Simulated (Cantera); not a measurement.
A perfectly stirred reactor is fed with CH₃OH : O₂ : N₂ = 1 : 0.882 : 3.32 (molar parts), at 110000 Pa; it is adiabatic with a 650 K inlet, and is followed from long to short residence time, starting on the burning branch (τ in s: 0.077, 0.037, 0.018, 0.0084, 0.004, 0.0019, 0.00091, 0.00043, 0.00021, 9.8e-05, 4.7e-05).

Cantera simulation using GRI-Mech 3.0 (53 species, 325 reactions); the numbers are that mechanism's predictions, not measurements. GRI-Mech 3.0 was tuned for natural gas; its chemistry of methanol as a main component is partial and can be far from experiment.

### Question
What does this change do: inlet temperature 650 to 425 K?

### Answer
| quantity | before | after |
|---|---|---|
| blow-out, bracketed by the residence times tried | burning at 98.0 µs, out at 47.0 µs | burning at 0.210 ms, out at 98.0 µs |
| x(CH₃OH) at τ = 77.0 ms | 1.69e-6 | 2.46e-6 |
| x(O₂) at τ = 77.0 ms | 5.85e-5 | 6.51e-5 |
| x(CH₂O) at τ = 77.0 ms | 1.62e-6 | 2.20e-6 |
| x(C₂H₆) at τ = 77.0 ms | 1.84e-11 | 1.05e-10 |
| x(C₂H) at τ = 77.0 ms | 1.17e-11 | 1.76e-11 |
| x(CH₃OH) at τ = 1.90 ms | 2.12e-5 | 3.36e-5 |
| x(O₂) at τ = 1.90 ms | 0.000707 | 0.000842 |
| x(CH₂O) at τ = 1.90 ms | 1.85e-5 | 2.78e-5 |
| x(C₂H₆) at τ = 1.90 ms | 1.54e-9 | 1.33e-8 |
| x(C₂H) at τ = 1.90 ms | 1.54e-9 | 3.54e-9 |
